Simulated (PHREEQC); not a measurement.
1 kg of water holding 0.0042 mol NaOH, 0.004 mol Na2SO4 and 0.08 mol NaCl is evaporated at 25 °C; the solids stay in contact with the brine. CO2 from the air is kept out. Only these solids could form: Halite, Mirabilite, Thenardite.

The series has 28 steps of water left (kg), from 1 to 0.005012.

Computed with PHREEQC (Pitzer model, pitzer.dat).

### Question
Which solids form, in which order, and at which step of the series does each first stand?

### Answer
Halite from water left = 0.01337 kg (pH 13.19); Thenardite from water left = 0.006093 kg (pH 13.59).

Complexes and solids missing from the database can't appear.
